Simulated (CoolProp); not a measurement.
R1224YDZ along the isobar 1170 kPa: fugacity coefficient from the reference equation and from simpler models built on Tc = 155.5 °C, pc = 3334 kPa, ω = 0.325; each cubic takes its own stable root.

Values from CoolProp's reference Helmholtz-energy equation of state, Akasaka 2023.

| T (°C) | phase | reference | van der Waals | Redlich-Kwong | Soave-Redlich-Kwong | Peng-Robinson |
|---|---|---|---|---|---|---|
| 30.15 | liquid | 0.1472 | 0.5360 | 0.2605 | 0.1497 | 0.1479 |
| 54.45 | liquid | 0.2986 | 0.7353 | 0.4512 | 0.3048 | 0.2990 |
| 78.65 | liquid | 0.5280 | 0.8332 | 0.6996 | 0.5401 | 0.5277 |
| 102.95 | gas | 0.8090 | 0.8579 | 0.8293 | 0.8174 | 0.8052 |
| 127.25 | gas | 0.8482 | 0.8778 | 0.8573 | 0.8518 | 0.8399 |
| 151.45 | gas | 0.8768 | 0.8940 | 0.8795 | 0.8788 | 0.8672 |
| 175.75 | gas | 0.8987 | 0.9076 | 0.8975 | 0.9005 | 0.8893 |
| 199.95 | gas | 0.9159 | 0.9189 | 0.9122 | 0.9180 | 0.9072 |

At some of these states van der Waals gives the other phase, because its saturation line lies elsewhere.
